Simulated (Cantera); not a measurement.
Feed: 1 mol SiCl₄, 11 mol NH₃, 2 mol N₂, equilibrated at 1.00 bar.

Equilibrium computed with Cantera from the NASA thermochemical tables; the gas is ideal and each condensed phase is pure. Candidate condensed phases: NH₄Cl, Si, Si₃N₄; 28 gas species. The tables' values for SiCl₃ are old estimates; treat these amounts as uncertain. Equilibrium is a limit: real reactors are often held back by kinetics, nucleation or transport. All values below are at 1350 °C.

Base state: H₂ 0.575, N₂ 0.271, HCl 0.151, SiCl₂ 0.00192, SiCl₃ 0.000459, SiCl₄ 0.000256, SiHCl₃ 0.000151, H 5.24e-5 (mole fractions); condensed: Si₃N₄(s).

Q: What changes in the equilibrium state with this change: SiCl₄ replaced by Si₂Cl₆?

A: 
| species | before | after |
|---|---|---|
| H₂ | 0.575 | 0.534 |
| N₂ | 0.271 | 0.245 |
| HCl | 0.151 | 0.213 |
| SiCl₂ | 0.00192 | 0.00441 |
| SiCl₄ | 0.000256 | 0.00126 |
| SiCl₃ | 0.000459 | 0.00154 |
| SiHCl₃ | 0.000151 | 0.000490 |
| SiH₂Cl₂ | 1.51e-5 | 3.22e-5 |
| Si₃N₄(s), mol | 0.310 | 0.600 |
The feed counts by its element totals alone.
